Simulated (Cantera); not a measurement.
# Boron, boron nitride and boron oxide: B2O3 + O2 + H2O + HCl

Feed: 1 mol B2O3, 5.1 mol O2, 0.21 mol H2O, 0.22 mol HCl, equilibrated at 1.00 Torr.

Cantera equilibrium calculation (NASA polynomials, part measured and part estimated; ideal gas, pure solids and liquids). Candidate condensed phases: B, B2O3, B3O3H3, H2O; 33 gas species. The tables' values for BOCl are old estimates; treat these amounts as uncertain. Equilibrium is a limit: real reactors are often held back by kinetics, nucleation or transport.

From 2048 K to 2223 K nothing is condensed. The main B-bearing gas is B2O3 throughout.

| T (K) | log p O2 | log p BO2 | log p B2O3 | log p HBO2 | log p O | log p Cl | log p OH |
|---|---|---|---|---|---|---|---|
| 2048 | -3.02 | -4.10 | -3.96 | -4.03 | -4.53 | -4.45 | -5.20 |
| 2073 | -3.02 | -4.06 | -3.97 | -4.04 | -4.45 | -4.45 | -5.14 |
| 2098 | -3.03 | -4.03 | -3.99 | -4.05 | -4.38 | -4.45 | -5.09 |
| 2123 | -3.03 | -4.00 | -4.00 | -4.06 | -4.30 | -4.44 | -5.04 |
| 2148 | -3.04 | -3.97 | -4.02 | -4.07 | -4.23 | -4.44 | -4.99 |
| 2173 | -3.04 | -3.94 | -4.04 | -4.08 | -4.16 | -4.44 | -4.94 |
| 2198 | -3.05 | -3.92 | -4.05 | -4.10 | -4.10 | -4.44 | -4.90 |
| 2223 | -3.06 | -3.89 | -4.07 | -4.11 | -4.03 | -4.44 | -4.86 |
log p: log10 of the partial pressure in bar; nothing condenses.
